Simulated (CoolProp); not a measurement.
A single-stage vapour-compression cycle with R142b: evaporating at 238.15 K (dew point), condensing at 273.15 K (bubble point), superheat 2 K, subcooling 2 K, compressor efficiency 0.7, no pressure losses. Each further row changes one setting.

Computed with CoolProp (reference Helmholtz-energy equation of state, Lemmon 2006). It is a short technical equation, of lower accuracy than the large ones.

| case | cooling COP | pressure ratio | discharge temperature (K) | refrigerating effect (kJ/kg) | volumetric capacity (kJ/m³) |
|---|---|---|---|---|---|
| as stated | 4.28 | 4.66 | 301.9 | 199 | 316 |
| evaporating temperature 243.15 K | 5.19 | ___ | 297.1 | 202 | 406 |
| condensing temperature 268.15 K | ___ | 3.85 | 294.1 | 205 | 326 |
| subcooling 7 K | ___ | 4.66 | 301.9 | 205 | 326 |
| superheat 12 K | 4.26 | 4.66 | 312.8 | 206 | ___ |
| compressor efficiency 0.6 | ___ | 4.66 | 310.8 | 199 | 316 |

**Question.** Fill in the missing entries.

**Answer.** 
- evaporating temperature 243.15 K, pressure ratio: 3.62
- condensing temperature 268.15 K, cooling COP: 5.09
- subcooling 7 K, cooling COP: 4.42
- superheat 12 K, volumetric capacity (kJ/m³): 314
- compressor efficiency 0.6, cooling COP: 3.67
